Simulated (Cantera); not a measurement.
Cantera with NASA thermochemical tables; ideal gases at 1 bar, condensed phases pure. Values are per mole of reaction as written; species without (g) are pure solids or liquids, kept so even where they would boil at 1 bar.

4 N(g) + 3 Si(g) → Si₃N₄, with ΔH° = -3985.6 kJ and ΔS° = -1004.5 J/K at 300 K.

**Question.** How far is the shortcut ΔG° ≈ ΔH°(300 K) − T·ΔS°(300 K) from the full temperature-dependent value at 475, 625, 775, 925, 1075, 1225, 1375, 1525 K?

**Answer.** 
| T (K) | shortcut (kJ) | full (kJ) | difference (kJ) | difference in log10 K |
|---|---|---|---|---|
| 475 | -3508.4 | -3506.6 | -1.9 | 0.20 |
| 625 | -3357.8 | -3352.6 | -5.1 | 0.43 |
| 775 | -3207.1 | -3198.2 | -8.9 | 0.60 |
| 925 | -3056.4 | -3043.6 | -12.8 | 0.72 |
| 1075 | -2905.7 | -2889.2 | -16.5 | 0.80 |
| 1225 | -2755.1 | -2735.1 | -19.9 | 0.85 |
| 1375 | -2604.4 | -2581.5 | -22.9 | 0.87 |
| 1525 | -2453.7 | -2428.3 | -25.4 | 0.87 |
The shortcut ignores the heat-capacity change of the reaction.
